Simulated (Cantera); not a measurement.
Mixture: CH4 : O2 : N2 = 1 : 3.51 : 18.2 (molar parts), at 6.80 bar, adiabatic and at constant volume. Ignition delay is the time to a rise of 400 K.

Model: GRI-Mech 3.0 (53 species, 325 reactions), integrated in Cantera.

Question: Predict: delay at 1375 K; delay at 1450 K; delay at 1525 K; delay at 1600 K; delay at 1675 K; apparent activation energy between 1525 and 1675 K.

Answer: 
```json
{
  "delay at 1375 K": "0.934 ms",
  "delay at 1450 K": "0.430 ms",
  "delay at 1525 K": "0.209 ms",
  "delay at 1600 K": "0.107 ms",
  "delay at 1675 K": "58.4 µs",
  "apparent activation energy between 1525 and 1675 K": "180 kJ/mol"
}
```
